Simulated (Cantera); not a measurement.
Input: 1 mol CH₃SiH₃, 0.027 mol C₂H₄, 2.8 mol H₂, at 2052 °C and 0.00500 bar.

Method: chemical equilibrium by Gibbs-energy minimisation in Cantera with the NASA 1993 tables (ideal gas, pure condensed phases). Candidate condensed phases: C, C₆H₆, C₇H₈, C₈H₁₈, Si, SiC; 87 gas species. The feed counts by its element totals alone. Gases not in the tables: Si₂H₆ and higher silanes. Rates play no part.

Base state: H₂ 0.811, H 0.140, Si 0.0357, SiC₂ 0.00537, C₂H₂ (acetylene) 0.00396, Si₂C 0.00313, SiH 0.000799, Si₂ 0.000111 (mole fractions); condensed: C(graphite) + SiC(s).

What changes in the equilibrium state with this change: temperature from 2052 °C to 852 °C?


```
species             before     after
----------------  --------  --------
H₂                   0.811     1.000
CH₄                6.70e-7  0.000144
H                    0.140   6.28e-7
Si                  0.0357     <1e-9
SiC₂               0.00537     <1e-9
Si₂C               0.00313     <1e-9
SiH               0.000799     <1e-9
C₂H₂ (acetylene)   0.00396   2.30e-8
Si₂               0.000111     <1e-9
C(graphite), mol     0.229    0.0532
SiC(s), mol          0.680      1.00
```

What changes in the equilibrium state with this change: temperature from 2052 °C to 1000 °C?


```tsv
species	before	after
H₂	0.811	1.000
CH₄	6.70e-7	4.70e-5
H	0.140	1.01e-5
Si	0.0357	<1e-9
SiC₂	0.00537	<1e-9
Si₂C	0.00313	<1e-9
SiH	0.000799	<1e-9
Si₂	0.000111	<1e-9
SiH₂	6.47e-5	<1e-9
C(graphite), mol	0.229	0.0537
SiC(s), mol	0.680	1.00
```
